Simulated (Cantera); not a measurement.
Input: 1 mol AlCl3, 5.7 mol N2O, 340 mol H2, 0.53 mol N2, at 2050 K and 3.90 mbar.

Equilibrium computed with Cantera from the NASA thermochemical tables; the gas is ideal and each condensed phase is pure. Candidate condensed phases: Al, AlCl3, AlN, Al2O3, H2O, NH4Cl; 45 gas species. The tables' values for AlOH are old estimates; treat these amounts as uncertain. Rates play no part.

Base state: H2 0.927, H 0.0350, N2 0.0176, H2O 0.0122, HCl 0.00801, AlCl 0.000230, Cl 0.000224, OH 5.03e-5 (mole fractions); condensed: Al2O3(s).

Q: What changes in the equilibrium state with this change: temperature from 2050 K to 1825 K?

A: 
| species | before | after |
|---|---|---|
| H2 | 0.927 | 0.955 |
| N2 | 0.0176 | 0.0179 |
| H2O | 0.0122 | 0.0120 |
| H | 0.0350 | 0.00689 |
| HCl | 0.00801 | 0.00854 |
| AlCl | 0.000230 | 8.11e-6 |
| Al | 2.05e-5 | 8.51e-8 |
| AlOH | 1.65e-5 | 4.56e-7 |
| OH | 5.03e-5 | 6.08e-6 |
| Cl | 0.000224 | 4.70e-5 |
| Al2O3(s), mol | 0.451 | 0.498 |
